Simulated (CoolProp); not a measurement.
Vapour-liquid equilibrium of propylene (1) + n-heptane (2) at 0.0452 MPa; x and y are mole fractions of (1).

Values from CoolProp's multi-fluid Helmholtz-energy mixture model, Lemmon 2013 and Span 2003; pair parameters Bell 2016.

| x | bubble temperature, mixture model (°C) | bubble temperature, Raoult's law (°C) | y, mixture model | y, Raoult's law |
|---|---|---|---|---|
| 0.05 | 15.2 | 12.9 | (withheld) | 0.932 |
| 0.2 | -34.3 | -28.4 | 0.998 | 0.996 |
| 0.35 | -48.8 | -42.2 | 0.999 | 0.999 |
| 0.5 | -55.2 | -50.1 | 1.000 | 1.000 |
| 0.65 | (withheld) | -55.6 | 1.000 | 1.000 |
| 0.8 | (withheld) | -59.7 | 1.000 | 1.000 |
| 0.95 | -63.0 | -63.0 | 1.000 | 1.000 |

Problem. Some entries are withheld; supply them.

Solution. 
- 0.05, y, mixture model: 0.921
- 0.65, bubble temperature, mixture model (°C): -58.5
- 0.8, bubble temperature, mixture model (°C): -60.7

The largest gap from Raoult's law is -6.6 K in bubble temperature, at x = 0.35. No azeotrope shows between x = 0.05 and 0.95.

Pair parameters are fitted to limited data, so mixtures are less certain than the pure fluids. The gap from Raoult's law changes sign with composition, which may be real or a fault of the pair parameters; it wasn't checked against measurements.
